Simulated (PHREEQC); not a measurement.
Brine: an equilibrium model

Dissolve 1.6 mol KCl and 0.98 mol LiCl per kg of water at 25 °C. Closed to the air; pH follows from the charge balance.

Computed with PHREEQC (Pitzer model, pitzer.dat).

This is a speciation only: nothing precipitates in the calculation.

Problem. Predict the activity of water.

Solution. activity of water 0.908.
